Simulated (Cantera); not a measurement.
Mixture: C₃H₈ : O₂ : N₂ : CO₂ = 1 : 3.12 : 11.8 : 1.7 (molar parts), equivalence ratio 1.6, at 14.0 bar, adiabatic and at constant volume. Ignition delay is the time to a rise of 400 K.

Detailed kinetics in Cantera: GRI-Mech 3.0 (53 species, 325 reactions). GRI-Mech 3.0 was tuned for natural gas; its chemistry of propane as a main component is partial and can be far from experiment. The pressure lies above the range GRI-Mech 3.0 was tuned for (to about 10 atm).

### Question
What does this change do: N2 11.8 to 15 parts?

### Answer
```csv
quantity,before,after
delay at 1098 K,9.41 ms,11.0 ms
delay at 1298 K,0.269 ms,0.309 ms
delay at 1498 K,17.4 µs,20.1 µs
delay at 1698 K,3.01 µs,3.50 µs
delay at 1898 K,1.03 µs,1.19 µs
apparent activation energy between 1798 and 1998 K,130 kJ/mol,130 kJ/mol
```

### Question
What does this change do: C3H8 1 to 0.38 parts?

### Answer
```json
[
 {"quantity": "delay at 1098 K", "before": "9.41 ms", "after": "7.73 ms"},
 {"quantity": "delay at 1298 K", "before": "0.269 ms", "after": "0.249 ms"},
 {"quantity": "delay at 1498 K", "before": "17.4 µs", "after": "17.3 µs"},
 {"quantity": "delay at 1698 K", "before": "3.01 µs", "after": "3.09 µs"},
 {"quantity": "delay at 1898 K", "before": "1.03 µs", "after": "1.08 µs"},
 {"quantity": "apparent activation energy between 1798 and 1998 K", "before": "130 kJ/mol", "after": "120 kJ/mol"}
]
```
